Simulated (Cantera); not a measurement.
# Ammonia decomposition in nitride growth gas

An isothermal, constant-pressure homogeneous reactor starts with 83.3 % NH₃, 16.7 % H₂, at 1800 K and 13300 Pa.

Computed with Cantera and the gas-phase N/H chemistry of the illustrative SiF4/NH3 mechanism in the Surface Chemkin manual (1991). Walls and surfaces, which speed up NH3 decomposition in real reactors, are not modelled.

| t (s) | x NH₃ | x H₂ | x NH | x N | x H | x N₂H₄ | x N₂H₂ |
|---|---|---|---|---|---|---|---|
| 2.00e-6 | 0.833 | 0.167 | <1e-12 | <1e-12 | 7.78e-8 | <1e-12 | <1e-12 |
| 6.59e-6 | 0.833 | 0.167 | 9.28e-12 | <1e-12 | 1.46e-7 | <1e-12 | 1.33e-12 |
| 2.17e-5 | 0.833 | 0.167 | 1.88e-10 | <1e-12 | 3.65e-7 | 5.04e-12 | 4.52e-11 |
| 7.17e-5 | 0.833 | 0.167 | 3.16e-9 | 2.50e-12 | 1.09e-6 | 6.68e-11 | 1.13e-9 |
| 0.000236 | 0.833 | 0.167 | 4.03e-8 | 1.43e-10 | 3.46e-6 | 7.67e-10 | 1.94e-8 |
| 0.000779 | 0.833 | 0.167 | 4.25e-7 | 5.01e-9 | 1.11e-5 | 8.16e-9 | 2.69e-7 |
| 0.00257 | 0.832 | 0.167 | 2.41e-6 | 6.21e-8 | 2.75e-5 | 5.02e-8 | 2.12e-6 |
| 0.00847 | 0.829 | 0.169 | 3.07e-6 | 8.83e-8 | 3.18e-5 | 6.51e-8 | 2.86e-6 |
| 0.0279 | 0.820 | 0.176 | 3.08e-6 | 9.00e-8 | 3.33e-5 | 6.40e-8 | 2.80e-6 |
| 0.0920 | 0.788 | 0.199 | 3.09e-6 | 9.49e-8 | 3.80e-5 | 6.06e-8 | 2.62e-6 |
| 0.303 | 0.696 | 0.266 | 3.10e-6 | 1.06e-7 | 5.28e-5 | 5.13e-8 | 2.13e-6 |
| 1.00 | 0.482 | 0.422 | 2.92e-6 | 1.25e-7 | 9.48e-5 | 3.18e-8 | 1.23e-6 |
x: mole fraction; the columns are a selection and need not sum to one.

Equilibrium at this temperature and pressure: NH₃ 1.25e-6, H₂ 0.772, NH 2.02e-10, N 4.76e-11, H 0.000867, N₂H₄ <1e-12, N₂H₂ <1e-12 (gas phase only).
